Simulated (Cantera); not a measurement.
## Nitride etching: AlN + O2 + H2

Feed: 1 mol AlN, 0.19 mol O2, 1.7 mol H2, at 95.0 Pa.

These are equilibrium values from Cantera (NASA tables, ideal gas, pure condensed phases), not measurements of a reactor. Candidate condensed phases: Al, AlN, Al2O3, H2O; 35 gas species. Mutual solubility and eutectic melting of coexisting phases are not modelled. The tables' values for AlOH are old estimates; treat these amounts as uncertain. Condensed phases not in the tables: aluminium oxynitride. Rates play no part.

From 700 K to 1750 K the condensed part is AlN(s) + Al2O3(s). From 1900 K to 2050 K the condensed part is Al2O3(s).

```csv
T (K),x H2,x N2,x Al,x Al2O,x H,x AlH,n AlN(s),n Al2O3(s)
700,0.931,0.0693,<1e-12,<1e-12,<1e-12,<1e-12,0.747,0.127
850,0.931,0.0693,<1e-12,<1e-12,6.41e-10,<1e-12,0.747,0.127
1000,0.931,0.0693,<1e-12,<1e-12,7.10e-8,<1e-12,0.747,0.127
1150,0.931,0.0693,1.34e-12,<1e-12,2.34e-6,<1e-12,0.747,0.127
1300,0.931,0.0693,3.05e-9,2.00e-11,3.46e-5,2.69e-10,0.747,0.127
1450,0.930,0.0693,1.38e-6,4.96e-8,0.000296,6.04e-8,0.747,0.127
1600,0.929,0.0694,0.000195,2.76e-5,0.00170,4.84e-6,0.746,0.127
1750,0.901,0.0762,0.0111,0.00475,0.00716,0.000170,0.714,0.124
1900,0.580,0.174,0.127,0.0987,0.0196,0.00105,0,0.0319
2050,0.550,0.170,0.135,0.0887,0.0546,0.000775,0,0.0393
```
x: gas mole fraction; n: condensed amount in mol.
